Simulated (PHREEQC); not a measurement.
Make-up at 20 °C: 0.0083 mol/kgw KH2PO4 and 0.21 mol/kgw Na2CO3. Closed to the air; pH follows from the charge balance.

The numbers come from PHREEQC with the ion-association model, phreeqc.dat.

Each row changes one thing in this solution. No solid was allowed to form.

```tsv
case	pH	ionic strength (mol/kgw)	HPO4-2 (mol/kgw)	KHPO4- (mol/kgw)	H2PO4- (mol/kgw)
as made	10.90	0.429	0.00575	1.99e-5	3.96e-7
Na2CO3 from 0.21 to 0.021 mol/kgw	10.18	0.0656	0.00783	5.31e-5	4.56e-6
KH2PO4 from 0.0083 to 0.00083 mol/kgw	11.38	0.413	0.000410	1.44e-7	9.34e-9
diluted 2-fold with water	10.99	0.235	0.00308	?	2.00e-7
Na2CO3 left out	4.75	?	?	4.14e-7	0.00824
temperature from 20 to 10 °C	11.10	0.478	?	1.82e-5	2.42e-7
KH2PO4 from 0.0083 to 0.0166 mol/kgw	10.63	0.444	0.0126	8.61e-5	1.60e-6
```

Problem. Complete the blanks.

Solution. 
- diluted 2-fold with water, KHPO4- (mol/kgw): 6.70e-6
- Na2CO3 left out, ionic strength (mol/kgw): 0.00836
- Na2CO3 left out, HPO4-2 (mol/kgw): 3.72e-5
- temperature from 20 to 10 °C, HPO4-2 (mol/kgw): 0.00535

Constants without temperature data keep their 25 °C values here.
